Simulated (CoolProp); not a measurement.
R124 at several states: Z from the reference equation and from simpler models built on Tc = 122.3 °C, pc = 3.624 MPa, ω = 0.288; each cubic takes its own stable root.

Values from CoolProp's reference Helmholtz-energy equation of state, de Vries 1995.

```csv
T (°C),p (MPa),phase,reference,van der Waals,Soave-Redlich-Kwong,Peng-Robinson
15.55,2.39,liquid,[?],0.1592,[?],0.09396
-21.75,10.3,liquid,0.4398,[?],0.4758,[?]
151.25,0.245,gas,0.9815,0.9829,0.9818,0.9794
```

### Question
Some entries are withheld; supply them.

### Answer

- 15.55, reference: 0.09729
- 15.55, Soave-Redlich-Kwong: 0.1063
- -21.75, van der Waals: 0.7008
- -21.75, Peng-Robinson: 0.4228
